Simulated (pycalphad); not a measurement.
## Phase fractions of Al-1.972Si-7.177C (wt.%)

Source of the numbers: pycalphad with the COST 507 light-alloy database (1999); pressure 1 atm. The data set is of 1999 and partly superseded. Phase fractions are per mole of atoms. Diffusion is slow at the low end, where real alloys seldom reach equilibrium.

| T (°C) | LIQUID | AL4C3 | AL8SIC7 | FCC_A1 |
|---|---|---|---|---|
| 1577 | 0.663 | 0.337 | - | - |
| 1527 | 0.660 | 0.340 | - | - |
| 1477 | 0.658 | 0.342 | - | - |
| 1427 | 0.656 | 0.344 | - | - |
| 1377 | 0.656 | 0.344 | - | - |
| 1327 | 0.655 | 0.345 | - | - |
| 1277 | 0.655 | 0.345 | - | - |
| 1227 | 0.655 | 0.345 | - | - |
| 1177 | 0.655 | 0.345 | - | - |
| 1127 | 0.654 | 0.346 | - | - |
| 1077 | 0.654 | 0.346 | - | - |
| 1027 | 0.654 | 0.346 | - | - |
| 977 | 0.654 | 0.346 | - | - |
| 927 | 0.654 | 0.346 | - | - |
| 877 | 0.654 | 0.346 | - | - |
| 827 | 0.655 | 0.331 | 0.015 | - |
| 777 | 0.656 | 0.272 | 0.072 | - |
| 727 | 0.657 | 0.221 | 0.122 | - |
| 677 | 0.658 | 0.178 | 0.164 | - |
| 627 | - | 0.069 | 0.271 | 0.660 |
| 577 | - | 0.066 | 0.274 | 0.660 |
| 527 | - | 0.064 | 0.276 | 0.660 |
| 477 | - | 0.062 | 0.277 | 0.660 |
| 427 | - | 0.062 | 0.278 | 0.660 |
| 377 | - | 0.062 | 0.278 | 0.660 |
| 327 | - | 0.061 | 0.278 | 0.660 |
| 277 | - | 0.061 | 0.278 | 0.660 |
| 227 | - | 0.061 | 0.278 | 0.660 |

Database names, with the compositions (at.%) that they take in these runs: AL4C3: Al 57 C 43; AL8SIC7: Al 50 C 44 Si 6. FCC_A1 is fcc.
